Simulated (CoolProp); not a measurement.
Isohexane along the isobar 2.09 MPa: fugacity coefficient from the reference equation and from simpler models built on Tc = 224.6 °C, pc = 3.043 MPa, ω = 0.280; each cubic takes its own stable root.

Computed with CoolProp (reference Helmholtz-energy equation of state, Lemmon 2006). It is a short technical equation, of lower accuracy than the large ones.

| T (°C) | phase | reference | van der Waals | Redlich-Kwong | Peng-Robinson |
|---|---|---|---|---|---|
| 24.85 | liquid | 0.01470 | 0.1347 | 0.03203 | 0.01484 |
| 31.15 | liquid | 0.01886 | 0.1500 | 0.03951 | 0.01899 |
| 37.55 | liquid | 0.02398 | 0.1666 | 0.04833 | 0.02410 |
| 43.85 | liquid | 0.03001 | 0.1839 | 0.05830 | 0.03012 |
| 50.25 | liquid | 0.03726 | 0.2025 | 0.06984 | 0.03736 |
| 56.55 | liquid | 0.04564 | 0.2217 | 0.08266 | 0.04571 |
| 62.95 | liquid | 0.05552 | 0.2422 | 0.09723 | 0.05558 |
| 69.25 | liquid | 0.06672 | 0.2632 | 0.1132 | 0.06676 |
| 75.65 | liquid | 0.07970 | 0.2855 | 0.1310 | 0.07972 |
| 81.95 | liquid | 0.09416 | 0.3083 | 0.1502 | 0.09418 |
| 88.35 | liquid | 0.1107 | 0.3322 | 0.1714 | 0.1107 |
| 94.65 | liquid | 0.1288 | 0.3566 | 0.1940 | 0.1288 |
| 101.05 | liquid | 0.1492 | 0.3821 | 0.2187 | 0.1492 |
| 107.35 | liquid | 0.1712 | 0.4079 | 0.2446 | 0.1714 |
| 113.75 | liquid | 0.1958 | 0.4348 | 0.2727 | 0.1960 |
